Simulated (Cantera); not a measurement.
Input (Python, Cantera) and output of one run.

```python
import numpy as np
import cantera as ct

gas_names = """
    B BH BH2 BH3 BN BO BO2 B2 B2O B2O2 B2O3 B3O3H3 H HBO HBO2 HNO HNO2 HNO3 HO2 H2 H2O H2O2 H3B3O6 N NH
    NH2 NH3 NH2OH NO NO2 NO3 N2 N2H2 N2H4 N2O O OH O2 O3
""".split()
cond_names = """
    B(b) B(L) BN(s) B2O3(L) B3O3H3(cr) H2O(s) H2O(L)
""".split()


# ... load() reads the species with a 1 bar reference pressure and builds the phases ...
atoms = {
    'borazine': {'B': 3, 'N': 3, 'H': 6},
    'H2O': {'H': 2, 'O': 1},
    'N2': {'N': 2},
}
top_T = {'BN(s)': 3200}  # K; cautious upper limits of use, not melting points


# ... equilibrate(T, P, feed) seeds the gas with the atoms and calls Mixture.equilibrate('TP', solver="vcs", rtol=1e-11, max_steps=5000) ...
results = []
feed = {'borazine': 1, 'H2O': 18, 'N2': 0.18}  # mol
P = 1333.22  # Pa
for T in [1198, 1273, 1348, 1423, 1498, 1573, 1648]:
    mix = equilibrate(T, P, feed)
    results.append((T, P, feed, dict(zip(mix.species_names, mix.species_moles))))
    x = sorted(zip(gas.X, gas.species_names), reverse=True)
    print(f"T = {T:g} K  P = {P:g} Pa  gas = {mix.phase_moles(0):.4g} mol")
    print("   x: " + "  ".join(f"{s} {v:.3e}" for v, s in x if v > 0.001))
    print("   condensed (mol): " + ("  ".join(f"{mix.phase(i).name} {mix.phase_moles(i):.4g}"
          for i in range(1, mix.n_phases) if mix.phase_moles(i) > 1e-12) or "none"))
```

Result:

```
T = 1198 K  P = 1333.22 Pa  gas = 22.73 mol
   x: H2O 5.902e-01  H2 3.299e-01  N2 7.390e-02  HBO2 5.378e-03
   condensed (mol): B2O3(L) 1.418
T = 1273 K  P = 1333.22 Pa  gas = 22.84 mol
   x: H2O 5.830e-01  H2 3.283e-01  N2 7.355e-02  HBO2 1.461e-02
   condensed (mol): B2O3(L) 1.317
T = 1348 K  P = 1333.22 Pa  gas = 23.08 mol
   x: H2O 5.669e-01  H2 3.249e-01  N2 7.279e-02  HBO2 3.496e-02
   condensed (mol): B2O3(L) 1.083
T = 1423 K  P = 1333.22 Pa  gas = 23.56 mol
   x: H2O 5.352e-01  H2 3.182e-01  HBO2 7.468e-02  N2 7.129e-02
   condensed (mol): B2O3(L) 0.6036
T = 1498 K  P = 1333.22 Pa  gas = 24.18 mol
   x: H2O 4.975e-01  H2 3.101e-01  HBO2 1.215e-01  N2 6.949e-02  B2O3 1.089e-03
   condensed (mol): none
T = 1573 K  P = 1333.22 Pa  gas = 24.18 mol
   x: H2O 4.976e-01  H2 3.100e-01  HBO2 1.213e-01  N2 6.947e-02  B2O3 1.321e-03
   condensed (mol): none
T = 1648 K  P = 1333.22 Pa  gas = 24.19 mol
   x: H2O 4.978e-01  H2 3.098e-01  HBO2 1.208e-01  N2 6.946e-02  B2O3 1.567e-03
   condensed (mol): none
```

Equilibrium computed with Cantera from the NASA thermochemical tables; the gas is ideal and each condensed phase is pure. The feed counts by its element totals alone. Gases not in the tables: H3BO3.
